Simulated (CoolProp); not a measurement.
Properties of R134a along the isobar 0.329 MPa (Tc = 374.2 K, pc = 4.059 MPa, ω = 0.327).

The numbers come from the reference Helmholtz-energy equation of state, Tillner-Roth 1994 in CoolProp.

| T (K) | phase | Joule-Thomson coefficient (K/MPa) | fugacity coefficient |
|---|---|---|---|
| 330 | gas | 15.71 | ___ |
| 338.3 | gas | 14.41 | 0.9588 |
| 346.6 | gas | 13.27 | 0.9623 |
| 355 | gas | 12.24 | 0.9654 |
| 363.3 | gas | ___ | 0.9682 |
| 371.7 | gas | 10.50 | 0.9707 |
| 380 | gas | 9.773 | ___ |
| 388.3 | gas | 9.113 | 0.9750 |
| 396.7 | gas | 8.508 | 0.9769 |
| 405 | gas | ___ | 0.9786 |
| 413.3 | gas | 7.471 | 0.9801 |
| 421.7 | gas | 7.014 | 0.9816 |
| 430 | gas | 6.601 | 0.9829 |
| 438.3 | gas | 6.222 | 0.9841 |
| 446.7 | gas | ___ | 0.9852 |
| 455 | gas | 5.549 | 0.9862 |

**Question.** What belongs in the gaps?

**Answer.** 
- 330, fugacity coefficient: 0.9550
- 363.3, Joule-Thomson coefficient (K/MPa): 11.33
- 380, fugacity coefficient: 0.9730
- 405, Joule-Thomson coefficient (K/MPa): 7.965
- 446.7, Joule-Thomson coefficient (K/MPa): 5.870
